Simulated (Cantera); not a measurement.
Charge: 1 mol CH₃Cl, 0.23 mol Si, 0.83 mol H₂, at 2623 K and 120 Torr.

Equilibrium computed with Cantera from the NASA thermochemical tables; the gas is ideal and each condensed phase is pure. Candidate condensed phases: C, C₆H₆, C₇H₈, C₈H₁₈, Si, SiC; 109 gas species. The tables' values for SiCl, SiCl₃ are old estimates; treat these amounts as uncertain. Gases not in the tables: Si₂H₆ and higher silanes. The numbers say what is thermodynamically allowed, not how fast it happens.

Base state: H₂ 0.587, HCl 0.229, H 0.0807, SiCl₂ 0.0325, Cl 0.0220, Si 0.0194, C₂H₂ (acetylene) 0.0104, SiC₂ 0.00703 (mole fractions); condensed: C(graphite).

Task: What changes in the equilibrium state with this change: pressure from 120 Torr to 0.278 Torr?

Result: 
| species | before | after |
|---|---|---|
| H | 0.0807 | 0.662 |
| Cl | 0.0220 | 0.158 |
| H₂ | 0.587 | 0.0915 |
| HCl | 0.229 | 0.0311 |
| SiCl₂ | 0.0325 | 1.46e-5 |
| C₂H₂ (acetylene) | 0.0104 | 0.00162 |
| SiC₂ | 0.00703 | 0.0115 |
| Si | 0.0194 | 0.0317 |
| SiCl₃ | 0.000172 | 1.28e-9 |
| SiH₂ | 0.000249 | 1.46e-7 |
| C₃ | 1.92e-5 | 0.00830 |
| C | 5.21e-6 | 0.00225 |
| C₂ | 1.81e-6 | 0.000783 |
| C(graphite), mol | 0.880 | 0.696 |
The tables' values for SiCl are old estimates; treat these amounts as uncertain.
